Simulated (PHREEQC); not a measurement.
PHREEQC input (ion-association model, wateq4f.dat):

```
SOLUTION_MASTER_SPECIES
  An  An-  0  An  62.0  # stands for a non-complexing anion
SOLUTION_SPECIES
  An- = An-
    -log_k 0
    -gamma 3.0 0
PHASES
  Fix_H+
    H+ = H+
    -log_k 0
SOLUTION 1
  temp 25
  units mmol/kgw
  pH 7 charge
  Cl 0.68
  Ba 0.34
  Na 50
  An 50
END
SELECTED_OUTPUT 1
  -reset false
  -pH true
  -pe true
  -ionic_strength true
  -water true
  -totals Ba Cl Na
  -molalities Hfo_wOH Hfo_wOH2+ Hfo_wO- Hfo_sOH Hfo_sOH2+ Hfo_sO- Hfo_sOHBa+2 Hfo_wOBa+
  -saturation_indices Halite
USER_PUNCH 1
  -headings sigma psi
  10 PUNCH EDL("sigma", "Hfo"), EDL("psi", "Hfo")
PRINT
  -reset false
USE solution 1
SURFACE 1
  Hfo_wOH 0.000193258 600 0.086
  Hfo_sOH 4.83146e-06
EQUILIBRIUM_PHASES 1
  Fix_H+ -4 HAn 10
    -force_equality true
  O2(g) -0.68 10
END
# ... the last block is repeated for the other 12 points of pH, with NaOH or the acid as the point needs
```

Selected output (columns that matter, 13 of 13 rows; pH added in front):

```
pH	mu	Ba	Na	m_Hfo_wOH	m_Hfo_wOH2+	m_Hfo_wO-	m_Hfo_sOH	m_Hfo_sOH2+	m_Hfo_sO-	m_Hfo_sOHBa+2	m_Hfo_wOBa+	si_Halite	sigma	psi
4	0.051216	0.00034	0.05	3.9066e-05	0.00015396	2.2708e-07	9.7662e-07	3.849e-06	5.6768e-09	1.8024e-10	7.804e-15	-6.2265	0.29468	0.15939
4.67	0.051104	0.00034	0.05	7.6478e-05	0.00011562	1.1589e-06	1.9115e-06	2.8898e-06	2.8965e-08	1.1364e-09	1.2829e-13	-6.2263	0.2194	0.14437
5.33	0.051065	0.00033999	0.05	0.00010971	8.0103e-05	3.4424e-06	2.7383e-06	1.9993e-06	8.592e-08	7.9344e-09	1.8574e-12	-6.2263	0.14697	0.12403
6	0.051045	0.00033994	0.05	0.00013189	5.3988e-05	7.3811e-06	3.253e-06	1.3316e-06	1.8205e-07	6.4816e-08	2.7385e-11	-6.2263	0.089548	0.099259
6.67	0.051032	0.00033944	0.05	0.00014327	3.7426e-05	1.2564e-05	3.1657e-06	8.2696e-07	2.7762e-07	5.6121e-07	4.1475e-10	-6.2262	0.049619	0.071164
7.33	0.051018	0.00033725	0.05	0.00014789	2.6349e-05	1.9015e-05	1.6005e-06	2.8515e-07	2.0579e-07	2.74e-06	6.0619e-09	-6.2262	0.024121	0.041952
8	0.051015	0.00033536	0.050008	0.00014793	1.9439e-05	2.579e-05	2.2404e-07	2.944e-08	3.9058e-08	4.5389e-06	9.7293e-08	-6.2261	0.0052627	0.010139
8.67	0.051023	0.00033359	0.050025	0.00014446	1.4719e-05	3.2479e-05	1.8137e-08	1.848e-09	4.0779e-09	4.8074e-06	1.6031e-06	-6.226	-0.01224	-0.02296
9.33	0.051033	0.00031947	0.050083	0.00012258	7.2067e-06	4.7765e-05	2.7342e-09	1.6075e-10	1.0654e-09	4.8275e-06	1.5704e-05	-6.2255	-0.028426	-0.047876
10	0.051099	0.00028588	0.050251	6.3331e-05	1.156e-06	7.948e-05	1.4497e-09	2.6462e-11	1.8193e-09	4.8282e-06	4.9291e-05	-6.2241	-0.036238	-0.057462
10.67	0.051531	0.00026348	0.050751	1.9314e-05	8.3651e-08	0.00010216	1.2798e-09	5.5429e-12	6.7695e-09	4.8234e-06	7.1696e-05	-6.2204	-0.03879	-0.060137
11.33	0.053594	0.00025648	0.052838	4.6867e-06	4.5807e-09	0.00010985	1.2475e-09	1.2193e-12	2.9241e-08	4.801e-06	7.8717e-05	-6.2055	-0.040308	-0.060935
12	0.063509	0.00025575	0.062763	1.0543e-06	2.2607e-10	0.00011265	1.2387e-09	2.6559e-13	1.3234e-07	4.6979e-06	7.9554e-05	-6.1423	-0.044564	-0.061597
```
